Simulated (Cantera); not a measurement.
Cantera run:

```python
import numpy as np
import cantera as ct

gas_names = """
    AL ALCL ALCL2 ALCL3 ALN ALO ALOCL ALO2 AL2 AL2CL6 AL2O AL2O2 CL CLO CL2 N NO NO2 NO3 N2 N2O O O2 O3
""".split()
cond_names = """
    AL(cr) AL(L) ALCL3(s) ALCL3(L) ALN(s) AL2O3(a) AL2O3(L)
""".split()


# ... load() reads the species with a 1 bar reference pressure and builds the phases ...
atoms = {
    'Al2O3': {'AL': 2, 'O': 3},
    'Cl2': {'CL': 2},
    'N2': {'N': 2},
}
top_T = {'ALN(s)': 2750}  # K; cautious upper limits of use, not melting points


# ... equilibrate(T, P, feed) seeds the gas with the atoms and calls Mixture.equilibrate('TP', solver="vcs", rtol=1e-11, max_steps=5000) ...
results = []
feed = {'Al2O3': 1, 'Cl2': 0.63, 'N2': 0.064}  # mol
P = 10000  # Pa
for T in [900, 950, 1000, 1050, 1100, 1150, 1200, 1250, 1300, 1350, 1400, 1450, 1500, 1550]:
    mix = equilibrate(T, P, feed)
    results.append((T, P, feed, dict(zip(mix.species_names, mix.species_moles))))
    x = sorted(zip(gas.X, gas.species_names), reverse=True)
    print(f"T = {T:g} K  P = {P:g} Pa  gas = {mix.phase_moles(0):.4g} mol")
    print("   x: " + "  ".join(f"{s} {v:.3e}" for v, s in x if v > 1e-06))
    print("   condensed (mol): " + ("  ".join(f"{mix.phase(i).name} {mix.phase_moles(i):.4g}"
          for i in range(1, mix.n_phases) if mix.phase_moles(i) > 1e-12) or "none"))
```

Output:

```
T = 900 K  P = 10000 Pa  gas = 0.6941 mol
   x: CL2 9.076e-01  N2 9.221e-02  CL 2.227e-04  ALCL3 8.920e-06  O2 6.673e-06
   condensed (mol): AL2O3(a) 1
T = 950 K  P = 10000 Pa  gas = 0.6942 mol
   x: CL2 9.072e-01  N2 9.219e-02  CL 5.329e-04  ALCL3 2.429e-05  O2 1.817e-05
   condensed (mol): AL2O3(a) 1
T = 1000 K  P = 10000 Pa  gas = 0.6944 mol
   x: CL2 9.066e-01  N2 9.216e-02  CL 1.170e-03  ALCL3 5.972e-05  O2 4.464e-05
   condensed (mol): AL2O3(a) 1
T = 1050 K  P = 10000 Pa  gas = 0.6949 mol
   x: CL2 9.053e-01  N2 9.211e-02  CL 2.383e-03  ALCL3 1.345e-04  O2 1.004e-04
   condensed (mol): AL2O3(a) 1
T = 1100 K  P = 10000 Pa  gas = 0.6956 mol
   x: CL2 9.030e-01  N2 9.200e-02  CL 4.553e-03  ALCL3 2.804e-04  O2 2.094e-04  CLO 1.011e-06
   condensed (mol): AL2O3(a) 0.9999
T = 1150 K  P = 10000 Pa  gas = 0.697 mol
   x: CL2 8.990e-01  N2 9.183e-02  CL 8.222e-03  ALCL3 5.469e-04  O2 4.080e-04  CLO 2.285e-06  NO 1.976e-06
   condensed (mol): AL2O3(a) 0.9998
T = 1200 K  P = 10000 Pa  gas = 0.6991 mol
   x: CL2 8.926e-01  N2 9.154e-02  CL 1.412e-02  ALCL3 1.005e-03  O2 7.492e-04  CLO 4.809e-06  NO 3.981e-06
   condensed (mol): AL2O3(a) 0.9996
T = 1250 K  P = 10000 Pa  gas = 0.7024 mol
   x: CL2 8.826e-01  N2 9.111e-02  CL 2.318e-02  ALCL3 1.749e-03  O2 1.303e-03  CLO 9.491e-06  NO 7.559e-06
   condensed (mol): AL2O3(a) 0.9994
T = 1300 K  P = 10000 Pa  gas = 0.7074 mol
   x: CL2 8.679e-01  N2 9.046e-02  CL 3.655e-02  ALCL3 2.898e-03  O2 2.158e-03  CLO 1.766e-05  NO 1.360e-05
   condensed (mol): AL2O3(a) 0.999
T = 1350 K  P = 10000 Pa  gas = 0.7146 mol
   x: CL2 8.469e-01  N2 8.954e-02  CL 5.548e-02  ALCL3 4.585e-03  O2 3.412e-03  CLO 3.111e-05  NO 2.327e-05
   condensed (mol): AL2O3(a) 0.9984
T = 1400 K  P = 10000 Pa  gas = 0.7247 mol
   x: CL2 8.182e-01  N2 8.829e-02  CL 8.131e-02  ALCL3 6.942e-03  O2 5.162e-03  CLO 5.203e-05  NO 3.802e-05
   condensed (mol): AL2O3(a) 0.9975
T = 1450 K  P = 10000 Pa  gas = 0.7384 mol
   x: CL2 7.804e-01  CL 1.152e-01  N2 8.664e-02  ALCL3 1.007e-02  O2 7.484e-03  CLO 8.278e-05  NO 5.948e-05
   condensed (mol): AL2O3(a) 0.9963
T = 1500 K  P = 10000 Pa  gas = 0.7565 mol
   x: CL2 7.327e-01  CL 1.581e-01  N2 8.456e-02  ALCL3 1.401e-02  O2 1.040e-02  CLO 1.254e-04  NO 8.921e-05  O 1.308e-06
   condensed (mol): AL2O3(a) 0.9947
T = 1550 K  P = 10000 Pa  gas = 0.7796 mol
   x: CL2 6.749e-01  CL 2.102e-01  N2 8.203e-02  ALCL3 1.869e-02  O2 1.386e-02  CLO 1.809e-04  NO 1.285e-04  O 2.914e-06
   condensed (mol): AL2O3(a) 0.9927
```

Method: chemical equilibrium by Gibbs-energy minimisation in Cantera with the NASA 1993 tables (ideal gas, pure condensed phases). Condensed phases not in the tables: AlOCl.
